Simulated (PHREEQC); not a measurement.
Make-up at 25 °C: 0.023 mol/kgw ZnSO4, 0.00023 mol/kgw ZnCl2 and 0.15 mol/kgw Na2SO4. Closed to the air; pH follows from the charge balance.

All values are PHREEQC results (ion-association model, wateq4f.dat), not measurements.

The pH is 6.14 and the ionic strength is 0.407 mol/kgw. The activity of water is 0.993.

```tsv
species	molality	activity	log γ
Na+	0.266	0.190	-0.146
SO4-2	0.114	0.0255	-0.652
NaSO4-	0.0344	0.0242	-0.153
ZnSO4	0.00932	0.0102	0.041
Zn(SO4)2-2	0.00745	0.00212	-0.545
Zn+2	0.00646	0.00171	-0.576
Cl-	0.000458	0.000301	-0.182
```

Precipitation was switched off in this run. Complexes and solids missing from the database can't appear.
